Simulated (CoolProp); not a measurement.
Vapour-liquid equilibrium of trans-2-butene (1) + acetone (2) at 64.4 kPa; x and y are mole fractions of (1).

The numbers come from the multi-fluid Helmholtz-energy mixture model, Lemmon 2005 and Lemmon 2006; pair parameters Bell 2016 in CoolProp.

Give the bubble temperature and the first vapour's composition at x = 0.05, 0.15, 0.35. Is there an azeotrope?

x = 0.05: 26.6 °C, y = 0.506; x = 0.15: 8.3 °C, y = 0.803; x = 0.35: -3.5 °C, y = 0.906. No azeotrope shows between x = 0.05 and 0.95.

The pair parameters rest on a limited set of measurements; away from them the model extrapolates. With so large a gap from Raoult's law the liquid may split in two, which this calculation doesn't test in full.
